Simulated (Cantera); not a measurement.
An adiabatic, constant-volume homogeneous reactor starts with CH4 : O2 : N2 = 1 : 0.87 : 3.27 (molar parts), at 975 K and 473 Torr.

Cantera simulation using GRI-Mech 3.0 (53 species, 325 reactions); the numbers are that mechanism's predictions, not measurements. Below about 1000 K GRI-Mech 3.0 lacks low-temperature oxidation paths.

Problem. Predict: time of steepest temperature rise; temperature at 6.00 s; equilibrium temperature; x(O2) at 6.00 s; x(CH2O) at 6.00 s.

Solution. 
| Quantity | Value |
|---|---|
| time of steepest temperature rise | 4.33 s |
| temperature at 6.00 s | 2210 K |
| equilibrium temperature | 2210 K |
| x(O2) at 6.00 s | 2.04e-7 (gas-phase equilibrium 2.04e-7) |
| x(CH2O) at 6.00 s | 2.18e-8 (gas-phase equilibrium 2.18e-8) |
